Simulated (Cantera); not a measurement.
Feed: 1 mol SiH2Cl2, 0.89 mol C2H4, 160 mol H2, held at 0.100 bar.

Equilibrium computed with Cantera from the NASA thermochemical tables; the gas is ideal and each condensed phase is pure. Candidate condensed phases: C, C6H6, C7H8, C8H18, Si, SiC; 109 gas species. Gases not in the tables: Si2H6 and higher silanes. The numbers say what is thermodynamically allowed, not how fast it happens.

log p: log10 of the partial pressure in bar; n: condensed amount in mol.

```csv
T (°C),log p H2,log p HCl,log p H,log p C2H2 (acetylene),n C(graphite),n SiC(s)
1027,-1.01,-2.91,-6.46,-7.25,___,1.000
1127,-1.01,-2.91,-5.82,-6.60,0.711,1.000
1227,-1.01,-2.91,-5.26,-6.05,0.737,0.999
1327,-1.01,-2.91,-4.77,-5.57,0.746,0.999
1427,-1.01,-2.91,-4.33,-5.14,0.740,0.999
1527,-1.01,-2.91,-3.95,-4.76,0.713,0.998
1627,-1.01,-2.92,-3.60,-4.42,___,0.996
1727,-1.01,-2.92,-3.29,-4.12,___,0.990
1827,-1.01,-2.92,-3.01,-3.85,___,0.970
```

**Question.** Complete the blanks.

**Answer.** 
- 1027, n C(graphite): 0.655
- 1627, n C(graphite): 0.651
- 1727, n C(graphite): 0.534
- 1827, n C(graphite): 0.336
